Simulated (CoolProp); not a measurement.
Values from CoolProp's reference Helmholtz-energy equation of state, Tillner-Roth 1997.

Give the vapour pressure (kPa), liquid density (kg/m³), liquid cp (kJ/(kg K)), surface tension (mN/m) of saturated CH2F2 (R32) at -27.25 °C.


```json
[
 {"T (°C)": "-27.25", "p (kPa)": "306", "liquid density (kg/m³)": "1140", "liquid cp (kJ/(kg K))": "1.64", "surface tension (mN/m)": "15.9"}
]
```

Surface tension comes from a separate correlation (Mulero 2012).
